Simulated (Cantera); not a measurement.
C2H5OH + O2 (carbon deposition, reforming and gasification)

A closed system holds: 1 mol C2H5OH, a varied amount of O2, at 2700 °C and 0.743 Torr.

Cantera equilibrium calculation (NASA polynomials, part measured and part estimated; ideal gas, pure solids and liquids). Candidate condensed phases: C, C6H6, C7H8, C8H18, H2O; 110 gas species. Rates play no part.

```csv
n(O2) (mol),x H,x CO,x O,x H2,x C3,x C,x OH
0.2,0.747,0.187,1.73e-8,0.0262,0.0173,0.0165,9.89e-10
0.41,0.725,0.235,3.78e-8,0.0247,0.00331,0.00953,2.09e-9
0.62,0.699,0.249,0.0279,0.0229,<1e-12,1.37e-8,0.00149
0.83,0.665,0.236,0.0726,0.0208,<1e-12,4.99e-9,0.00369
1,0.640,0.227,0.106,0.0192,<1e-12,3.30e-9,0.00516
1.3,0.601,0.213,0.158,0.0169,<1e-12,2.07e-9,0.00724
1.5,0.577,0.205,0.189,0.0156,<1e-12,1.66e-9,0.00833
1.7,0.555,0.197,0.218,0.0145,<1e-12,1.39e-9,0.00923
```
x: gas mole fraction; nothing condenses.

From 0.2 mol O2 to 1.7 mol O2 nothing is condensed. The main C-bearing gas is CO throughout.
